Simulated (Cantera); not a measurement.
**Aluminium nitride and oxide growth: Al(CH₃)₃ + NH₃ + H₂ + O₂**

A closed system holds: 1 mol Al(CH₃)₃, 440 mol NH₃, 15 mol H₂, 0.54 mol O₂, held at 100000 Pa.

Equilibrium computed with Cantera from the NASA thermochemical tables; the gas is ideal and each condensed phase is pure. Candidate condensed phases: Al, AlN, Al₂O₃, C, C₆H₆, C₇H₈, C₈H₁₈, H₂O; 148 gas species. The feed counts by its element totals alone. Rates play no part.

```tsv
T (K)	x H₂	x N₂	x CH₄	x HCN	x CO	x H	x C₂H₂ (acetylene)	n AlN(s)	n C(graphite)
1475	0.753	0.244	0.00165	0.000379	0.00120	1.13e-5	5.02e-6	1.00	0.0840
1500	0.753	0.244	0.00146	0.000453	0.00120	1.53e-5	6.79e-6	1.00	0.182
1525	0.753	0.244	0.00129	0.000539	0.00120	2.05e-5	9.10e-6	1.000	0.245
1550	0.753	0.244	0.00115	0.000637	0.00120	2.73e-5	1.21e-5	1.000	0.274
1575	0.753	0.244	0.00103	0.000749	0.00120	3.61e-5	1.59e-5	1.000	0.272
1600	0.753	0.244	0.000926	0.000877	0.00120	4.72e-5	2.07e-5	1.000	0.239
1625	0.753	0.244	0.000834	0.00102	0.00120	6.12e-5	2.68e-5	1.000	0.176
1650	0.753	0.243	0.000754	0.00118	0.00120	7.88e-5	3.44e-5	1.000	0.0829
1675	0.753	0.243	0.000670	0.00134	0.00120	0.000101	4.20e-5	1.000	0
1700	0.753	0.243	0.000566	0.00143	0.00120	0.000128	4.59e-5	1.000	0
1725	0.753	0.243	0.000476	0.00151	0.00120	0.000161	4.90e-5	1.000	0
```
x: gas mole fraction; n: condensed amount in mol.

From 1475 K to 1650 K the condensed part is AlN(s) + C(graphite). From 1675 K to 1725 K the condensed part is AlN(s).
